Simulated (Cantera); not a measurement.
An adiabatic, constant-volume homogeneous reactor starts with 4.88 % CH₄, 0.190 % C₂H₆, 18.3 % O₂, 68.8 % N₂, 7.81 % H₂O, equivalence ratio 0.57, at 1450 K and 6.80 bar.

Model: GRI-Mech 3.0 (53 species, 325 reactions), integrated in Cantera.

Predict: time of steepest temperature rise; temperature at 1.00 s; equilibrium temperature; x(O₂) at 1.00 s; x(H₂O) at 1.00 s; x(NO₂) at 1.00 s; x(CO₂) at 1.00 s; x(H) at 1.00 s.


```
Quantity                                                              Result
---------------------------------  -----------------------------------------
time of steepest temperature rise                                   0.189 ms
temperature at 1.00 s                                                 2609 K
equilibrium temperature                                               2609 K
x(O₂) at 1.00 s                        0.0699 (gas-phase equilibrium 0.0699)
x(H₂O) at 1.00 s                         0.173 (gas-phase equilibrium 0.173)
x(NO₂) at 1.00 s                     2.39e-5 (gas-phase equilibrium 2.39e-5)
x(CO₂) at 1.00 s                       0.0488 (gas-phase equilibrium 0.0488)
x(H) at 1.00 s                     0.000492 (gas-phase equilibrium 0.000492)
```
